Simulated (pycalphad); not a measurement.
Phase fractions of Si-7.449Fe (wt.%)

CALPHAD calculation (pycalphad, COST 507 light-alloy database (1999)), 1 atm. The data set is of 1999 and partly superseded. Amounts are mole fractions of atoms. Diffusion is slow at the low end, where real alloys seldom reach equilibrium.

| T (K) | LIQUID | DIAMOND_A4 | FESI2_H | FESI2_L |
|---|---|---|---|---|
| 1725 | 1.000 | - | - | - |
| 1650 | 0.438 | 0.562 | - | - |
| 1575 | 0.188 | 0.812 | - | - |
| 1500 | ___ | ___ | - | - |
| 1425 | - | 0.870 | 0.130 | - |
| 1350 | - | 0.870 | 0.130 | - |
| 1275 | - | 0.870 | 0.130 | - |
| 1200 | - | 0.883 | - | 0.117 |
| 1125 | - | 0.883 | - | 0.117 |
| 1050 | - | 0.883 | - | 0.117 |
| 975 | - | 0.883 | - | 0.117 |
| 900 | - | 0.883 | - | 0.117 |
| 825 | - | 0.883 | - | 0.117 |
| 750 | - | 0.883 | - | 0.117 |
| 675 | - | 0.883 | - | 0.117 |
| 600 | - | 0.883 | - | 0.117 |
| 525 | - | 0.883 | - | 0.117 |

Question: Complete the blanks.

Answer: 
- 1500, LIQUID: 0.148
- 1500, DIAMOND_A4: 0.852

Database names, with the compositions (at.%) that they take in these runs: FESI2_H: Si 70 Fe 30; FESI2_L: Si 67 Fe 33. DIAMOND_A4 is diamond (Si).
